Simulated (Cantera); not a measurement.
A freely propagating, adiabatic, planar premixed flame of CH₄ : CO : O₂ : N₂ = 1 : 0.042 : 2.43 : 9.16 (molar parts), equivalence ratio 0.83, unburnt at 425 K and 1.00 bar; mixture-averaged transport, grid criteria slope 0.08 and curve 0.16, no radiation.

Computed with Cantera and GRI-Mech 3.0 (53 species, 325 reactions). Burning velocities carry a grid error of a few per cent, more on coarse grids.

Q: Predict: laminar burning velocity; thermal thickness; peak x(C₂H₆).

A: 
| Quantity | Result |
|---|---|
| laminar burning velocity | 56.7 cm/s |
| thermal thickness | 0.430 mm |
| peak x(C₂H₆) | 0.000633 |
